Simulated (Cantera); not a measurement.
A freely propagating, adiabatic, planar premixed flame of 9.47 % CH4, 20.5 % O2, 70.0 % N2, equivalence ratio 0.92, unburnt at 598 K and 1.00 bar; mixture-averaged transport, grid criteria slope 0.08 and curve 0.16, no radiation.

Cantera simulation using GRI-Mech 3.0 (53 species, 325 reactions); the numbers are that mechanism's predictions, not measurements. Burning velocities carry a grid error of a few per cent, more on coarse grids.

x: mole fraction of selected species; z is measured from the peak of heat release.

```csv
z (mm),T (K),u (m/s),x CH4,x O2,x HCO,x N2O,x CO,x H2
-0.916,598,1.44,0.0946,0.205,<1e-8,<1e-8,1.13e-6,0.000676
-0.611,599,1.45,0.0944,0.205,<1e-8,<1e-8,1.94e-5,0.00214
-0.458,604,1.46,0.0938,0.204,<1e-8,<1e-8,0.000122,0.00412
-0.305,646,1.57,0.0905,0.201,<1e-8,<1e-8,0.00116,0.00835
-0.153,990,2.44,0.0675,0.172,9.49e-7,<1e-8,0.0128,0.0162
-0.0763,1397,3.48,0.0382,0.132,2.01e-5,2.40e-8,0.0310,0.0205
0,1791,4.51,0.00981,0.0822,7.84e-5,5.78e-8,0.0504,0.0209
0.0763,1960,4.94,0.000854,0.0520,3.05e-5,1.01e-7,0.0511,0.0163
0.153,2007,5.04,(withheld),(withheld),(withheld),(withheld),(withheld),0.0134
0.305,2059,5.14,7.92e-8,0.0348,5.83e-8,1.46e-7,0.0321,0.0126
0.611,2128,5.28,<1e-8,0.0315,3.29e-8,1.54e-7,0.0259,0.0117
1.22,2210,5.46,<1e-8,(withheld),(withheld),(withheld),(withheld),(withheld)
2.44,2291,5.63,<1e-8,0.0257,<1e-8,2.03e-7,0.0183,0.00744
```

Question: Fill in the missing entries.

Answer: 
- 0.153, x CH4: 3.90e-5
- 0.153, x O2: 0.0409
- 0.153, x HCO: 2.27e-6
- 0.153, x N2O: 1.31e-7
- 0.153, x CO: 0.0426
- 1.22, x O2: 0.0286
- 1.22, x HCO: 1.79e-8
- 1.22, x N2O: 1.72e-7
- 1.22, x CO: 0.0223
- 1.22, x H2: 0.00975
